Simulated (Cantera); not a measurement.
Charge: 1 mol CuO, 5.8 mol H2, 1.1 mol N2, held at 1202 °C and 0.570 bar.

Cantera equilibrium calculation (NASA polynomials, part measured and part estimated; ideal gas, pure solids and liquids). Candidate condensed phases: Cu, CuO, Cu(OH)2, Cu2O, H2O; 27 gas species. Rates play no part.

Base state: H2 0.696, N2 0.159, H2O 0.145, H 1.43e-5 (mole fractions); condensed: Cu(l).

Q: What changes in the equilibrium state with this change: pressure from 0.570 bar to 0.000340 bar?

A: 
```
species      before     after
----------  -------  --------
H2            0.696     0.684
N2            0.159     0.157
H2O           0.145     0.143
Cu          9.40e-6    0.0158
H           1.43e-5  0.000582
Cu(l), mol    1.000     0.889
```
